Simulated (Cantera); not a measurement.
Input: 1 mol (CH3)2SiCl2, 2.3 mol H2, 0.64 mol C3H8, at 1.20 mbar.

These are equilibrium values from Cantera (NASA tables, ideal gas, pure condensed phases), not measurements of a reactor. Candidate condensed phases: C, C6H6, C7H8, C8H18, Si, SiC; 109 gas species. The feed counts by its element totals alone. The tables' values for SiCl, SiCl3 are old estimates; treat these amounts as uncertain. Gases not in the tables: Si2H6 and higher silanes. Equilibrium is a limit: real reactors are often held back by kinetics, nucleation or transport.

log p: log10 of the partial pressure in bar; n: condensed amount in mol.

| T (°C) | log p H2 | log p H | log p HCl | log p Si | log p Cl | log p SiC2 | log p SiCl2 | n C(graphite) | n SiC(s) |
|---|---|---|---|---|---|---|---|---|---|
| 925 | -3.03 | -8.24 | -3.57 | -14.67 | -8.84 | <-14 | ? | 2.92 | 0.996 |
| 1025 | -3.03 | -7.49 | -3.57 | -12.92 | -8.10 | <-14 | ? | 2.93 | 0.995 |
| 1125 | -3.03 | -6.84 | -3.57 | -11.43 | -7.46 | -14.60 | ? | 2.93 | 0.992 |
| 1225 | -3.03 | -6.28 | -3.57 | -10.14 | -6.92 | -12.90 | ? | 2.93 | 0.987 |
| 1325 | -3.03 | -5.79 | -3.58 | -9.01 | -6.44 | -11.43 | ? | 2.94 | 0.980 |
| 1425 | -3.03 | -5.36 | -3.58 | -8.02 | -6.02 | -10.13 | ? | 2.95 | 0.971 |
| 1525 | -3.03 | -4.97 | -3.59 | -7.13 | -5.64 | -8.97 | ? | 2.96 | 0.960 |
| 1625 | -3.04 | -4.63 | -3.60 | -6.34 | -5.31 | -7.95 | ? | 2.97 | 0.944 |
| 1725 | -3.05 | -4.32 | -3.62 | -5.64 | -5.02 | -7.02 | -5.08 | 2.99 | 0.914 |
| 1825 | -3.07 | -4.05 | -3.66 | -5.00 | -4.77 | -6.19 | -5.03 | 3.06 | 0.824 |
| 1925 | -3.11 | -3.81 | -3.72 | -4.41 | -4.56 | -5.43 | -5.02 | 3.31 | 0.497 |
| 2025 | -3.19 | -3.61 | -3.80 | -4.10 | -4.37 | -4.97 | ? | 3.63 | 0 |
| 2125 | -3.27 | -3.44 | -3.88 | -4.11 | -4.20 | -4.83 | ? | 3.53 | 0 |

Q: What belongs in the gaps?

A: 
- 925, log p SiCl2: -6.51
- 1025, log p SiCl2: -6.22
- 1125, log p SiCl2: -5.96
- 1225, log p SiCl2: -5.75
- 1325, log p SiCl2: -5.57
- 1425, log p SiCl2: -5.41
- 1525, log p SiCl2: -5.28
- 1625, log p SiCl2: -5.17
- 2025, log p SiCl2: -5.23
- 2125, log p SiCl2: -5.73
